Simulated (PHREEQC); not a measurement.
Make-up at 20 °C: 0.48 mol HCl and 0.0006 mol NiCl2 per kg of water. Closed to the air; pH follows from the charge balance.

Equilibrium calculation in PHREEQC: ion-association model, wateq4f.dat.

```json
{
 "pH": "0.43",
 "ionic_strength": "0.481 mol/kgw",
 "activity_of_water": "0.984",
 "total_alkalinity": "-480 meq/kg"
}
```

```
species  molality  activity   log γ
-------  --------  --------  ------
Cl-         0.481     0.312  -0.188
H+          0.480     0.368  -0.115
Ni+2     0.000389  0.000113  -0.537
NiCl+    0.000121   8.87e-5  -0.134
NiCl2     8.99e-5  0.000100   0.048
```

No solid was allowed to form.
